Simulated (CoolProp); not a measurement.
Vapour-liquid equilibrium of methanol (1) + ethanol (2) at 71.65 °C; x and y are mole fractions of (1).

Model: multi-fluid Helmholtz-energy mixture model, de Reuck 1993 and Schroeder 2014; pair parameters Bell 2016, in CoolProp.

```
x      bubble pressure, mixture model (MPa)  bubble pressure, Raoult's law (MPa)  y, mixture model  y, Raoult's law
-----  ------------------------------------  -----------------------------------  ----------------  ---------------
0.05                                    [?]                              0.07992             0.084            0.084
0.125                               0.08425                              0.08414             0.196            0.198
0.2                                 0.08831                              0.08837             0.296            0.302
0.275                               0.09229                              0.09260             0.387            0.396
0.35                                0.09624                              0.09683             0.471            0.482
0.425                                   [?]                               0.1011             0.549            0.561
0.5                                  0.1042                               0.1053             0.622            0.634
0.575                                0.1083                               0.1095             0.691            0.701
0.65                                    [?]                               0.1137             0.756            0.763
0.725                                0.1168                               0.1180             0.816            0.820
0.8                                  0.1212                               0.1222             0.872            0.874
0.875                                0.1257                               0.1264             0.924            0.924
0.95                                    [?]                               0.1307             0.971            0.970
```

### Question
Complete the blanks.

### Answer

- 0.05, bubble pressure, mixture model (MPa): 0.08003
- 0.425, bubble pressure, mixture model (MPa): 0.1002
- 0.65, bubble pressure, mixture model (MPa): 0.1125
- 0.95, bubble pressure, mixture model (MPa): 0.1303

The largest gap from Raoult's law is -1.1 % in bubble pressure, at x = 0.575. No azeotrope shows between x = 0.05 and 0.95.

Pair parameters are fitted to limited data, so mixtures are less certain than the pure fluids.
